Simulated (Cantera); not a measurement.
An isothermal, constant-pressure homogeneous reactor starts with 23.8 % NO, 76.2 % N₂, at 1723 K and 0.0691 atm.

Model: GRI-Mech 3.0 (53 species, 325 reactions), integrated in Cantera.

### Question
Predict: x(NO) at 20.0 s; x(N₂) at 20.0 s; x(NO₂) at 20.0 s; x(O) at 20.0 s; x(O₂) at 20.0 s; x(N₂O) at 20.0 s.

### Answer
```
Item                                               Result
----------------  ---------------------------------------
x(NO) at 20.0 s     0.218 (gas-phase equilibrium 0.00251)
x(N₂) at 20.0 s       0.772 (gas-phase equilibrium 0.880)
x(NO₂) at 20.0 s  3.91e-5 (gas-phase equilibrium 1.48e-6)
x(O) at 20.0 s    2.50e-5 (gas-phase equilibrium 7.42e-5)
x(O₂) at 20.0 s     0.01000 (gas-phase equilibrium 0.118)
x(N₂O) at 20.0 s  1.75e-5 (gas-phase equilibrium 4.09e-8)
```
